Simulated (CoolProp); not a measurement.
R407C at 288.81 K and 5.35 MPa flows at 0.21 m/s in a round tube of 20 mm bore and 15 µm roughness, fully developed (64/Re and Nu = 3.66 if laminar; Colebrook and Gnielinski if turbulent). Each further row changes one setting.

Model: reference Helmholtz-energy equation of state, Lemmon 2003, in CoolProp. It is a pseudo-pure fit of the blend.

```tsv
case	Reynolds number	Darcy friction factor	pressure drop (Pa/m)	heat-transfer coefficient (W/(m² K))	mass flow (kg/h)
as stated	27400	…	…	…	285
velocity 0.42 m/s	54800	0.0230	122	1200	…
diameter 40 mm	54800	0.0218	…	…	1140
```

**Question.** Some entries are withheld; supply them.

**Answer.** 
- as stated, Darcy friction factor: 0.0258
- as stated, pressure drop (Pa/m): 34.2
- as stated, heat-transfer coefficient (W/(m² K)): 645
- velocity 0.42 m/s, mass flow (kg/h): 571
- diameter 40 mm, pressure drop (Pa/m): 14.4
- diameter 40 mm, heat-transfer coefficient (W/(m² K)): 575

Viscosity comes from a separate model (Geller 2000). Thermal conductivity comes from a separate model (Geller 2001).
